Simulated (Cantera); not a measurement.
Input: 1 mol CH4, 0.032 mol NH3, 0.34 mol H2, equilibrated at 2002 °C and 0.110 bar.

Cantera equilibrium calculation (NASA polynomials, part measured and part estimated; ideal gas, pure solids and liquids). Candidate condensed phases: C, C6H6, C7H8, C8H18; 92 gas species. Equilibrium is a limit: real reactors are often held back by kinetics, nucleation or transport.

Base state: H2 0.963, H 0.0251, N2 0.00511, C2H2 (acetylene) 0.00367, HCN 0.00268, HNC 0.000236, CH4 2.30e-5, CH3 1.13e-5 (mole fractions); condensed: C(graphite).

What changes in the equilibrium state with this change: temperature from 2002 °C to 375 °C?


```json
[
 {"species": "CH4", "before": "2.30e-5", "after": "0.558"},
 {"species": "H2", "before": "0.963", "after": "0.431"},
 {"species": "N2", "before": "0.00511", "after": "0.0103"},
 {"species": "H", "before": "0.0251", "after": "<1e-9"},
 {"species": "C2H2 (acetylene)", "before": "0.00367", "after": "<1e-9"},
 {"species": "HCN", "before": "0.00268", "after": "<1e-9"},
 {"species": "HNC", "before": "0.000236", "after": "<1e-9"},
 {"species": "CH3", "before": "1.13e-5", "after": "<1e-9"},
 {"species": "NH3", "before": "1.00e-7", "after": "6.11e-5"},
 {"species": "C(graphite), mol", "before": "0.975", "after": "0.139"}
]
```

What changes in the equilibrium state with this change: 0.062 mol H2S added?


```tsv
species	before	after
H2	0.963	0.940
H	0.0251	0.0248
CS	0	0.0192
SH	0	0.00154
H2S	0	0.00124
CS2	0	0.000658
C(graphite), mol	0.975	0.924
```
Further candidate phases: S.

What changes in the equilibrium state with this change: temperature from 2002 °C to 302 °C?


```
species             before   after
----------------  --------  ------
CH4                2.30e-5   0.712
H2                   0.963   0.276
N2                 0.00511  0.0113
H                   0.0251   <1e-9
C2H2 (acetylene)   0.00367   <1e-9
HCN                0.00268   <1e-9
HNC               0.000236   <1e-9
CH3                1.13e-5   <1e-9
C(graphite), mol     0.975       0
```
